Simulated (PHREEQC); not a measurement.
Make-up at 25 °C: 0.12 mmol/kgw NiSO4, 0.22 mmol/kgw H3BO3 and 0.81 mmol/kgw FeSO4. Closed to the air; pH follows from the charge balance.

Model: ion-association model, wateq4f.dat, run in PHREEQC.

This is a speciation only: nothing precipitates in the calculation.

Q: Predict the pH.

A: pH 6.25.

Q: In which forms is Ni present?

A: Ni+2 91 %, NiSO4 9.1 % of the Ni.
